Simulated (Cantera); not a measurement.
Input: 1 mol C, 2.1 mol H2O, 22 mol H2, equilibrated at 823 K and 78000 Pa.

Method: chemical equilibrium by Gibbs-energy minimisation in Cantera with the NASA 1993 tables (ideal gas, pure condensed phases). Candidate condensed phases: C, C6H6, C7H8, C8H18, H2O; 110 gas species. Equilibrium is a limit: real reactors are often held back by kinetics, nucleation or transport.

Base state: H2 0.867, H2O 0.0894, CH4 0.0421, CO 0.000768, CO2 0.000286 (mole fractions); condensed: gas only.

Task: What changes in the equilibrium state with this change: H2O from 2.1 to 2.9 mol?

Result: 
| species | before | after |
|---|---|---|
| H2 | 0.867 | 0.840 |
| H2O | 0.0894 | 0.119 |
| CH4 | 0.0421 | 0.0401 |
| CO2 | 0.000286 | 0.000548 |
| CO | 0.000768 | 0.00107 |
